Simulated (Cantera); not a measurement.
Charge: 1 mol Cu2O, 2.3 mol CH4, 0.091 mol CO, equilibrated at 14.0 Pa.

Equilibrium computed with Cantera from the NASA thermochemical tables; the gas is ideal and each condensed phase is pure. Candidate condensed phases: C, C6H6, C7H8, C8H18, Cu, CuO, Cu(OH)2, Cu2O, H2O; 113 gas species. The numbers say what is thermodynamically allowed, not how fast it happens.

Problem. What share of the Cu ends up in condensed phases as a function of T (K), at 975, 1075, 1175, 1275, 1375, 1475, 1575, 1675, 1775, 1875?

Solution. 
| T (K) | Cu condensed (%) | as |
|---|---|---|
| 975 | 100.0 | Cu(s) |
| 1075 | 100.0 | Cu(s) |
| 1175 | 100.0 | Cu(s) |
| 1275 | 99.8 | Cu(s) |
| 1375 | 98.3 | Cu(l) |
| 1475 | 88.7 | Cu(l) |
| 1575 | 30.7 | Cu(l) |
| 1675 | 0.0 | - |
| 1775 | 0.0 | - |
| 1875 | 0.0 | - |
